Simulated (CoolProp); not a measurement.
Properties of R1234ze(E) along the isotherm 83.95 °C (Tc = 109.4 °C, pc = 3.635 MPa, ω = 0.313).

Values from CoolProp's reference Helmholtz-energy equation of state, Thol 2016.

```tsv
p (MPa)	phase	expansivity (1/kK)	fugacity coefficient
0.0287	gas	2.835	0.9965
0.0434	gas	2.852	0.9947
0.0654	gas	2.879	0.9919
0.0987	gas	2.921	0.9879
0.149	gas	2.986	0.9817
0.225	gas	3.089	0.9724
0.339	gas	___	___
0.511	gas	___	0.9376
0.771	gas	___	0.9062
1.16	gas	5.089	0.8596
1.75	gas	___	0.7889
2.65	liquid	___	0.6180
3.99	liquid	___	0.4337
6.02	liquid	4.610	___
9.09	liquid	3.682	0.2323
```

Task: Some entries are withheld; supply them.

Result: 
- 0.339, expansivity (1/kK): 3.254
- 0.339, fugacity coefficient: 0.9585
- 0.511, expansivity (1/kK): 3.532
- 0.771, expansivity (1/kK): 4.040
- 1.75, expansivity (1/kK): 8.190
- 2.65, expansivity (1/kK): 7.463
- 3.99, expansivity (1/kK): 5.826
- 6.02, fugacity coefficient: 0.3116
